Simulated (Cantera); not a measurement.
Mixture: C₃H₈ : O₂ : N₂ = 1 : 3.12 : 11.8 (molar parts), at 1800000 Pa, adiabatic and at constant volume. Ignition delay is the time to a rise of 400 K.

Model: GRI-Mech 3.0 (53 species, 325 reactions), integrated in Cantera. GRI-Mech 3.0 was tuned for natural gas; its chemistry of propane as a main component is partial and can be far from experiment. The pressure lies above the range GRI-Mech 3.0 was tuned for (to about 10 atm).

Predict: delay at 1175 K; delay at 1275 K; delay at 1375 K; delay at 1475 K; delay at 1575 K; delay at 1675 K; apparent activation energy between 1475 and 1675 K.


- delay at 1175 K: 1.70 ms
- delay at 1275 K: 0.302 ms
- delay at 1375 K: 63.8 µs
- delay at 1475 K: 17.3 µs
- delay at 1575 K: 6.05 µs
- delay at 1675 K: 2.65 µs
- apparent activation energy between 1475 and 1675 K: 190 kJ/mol
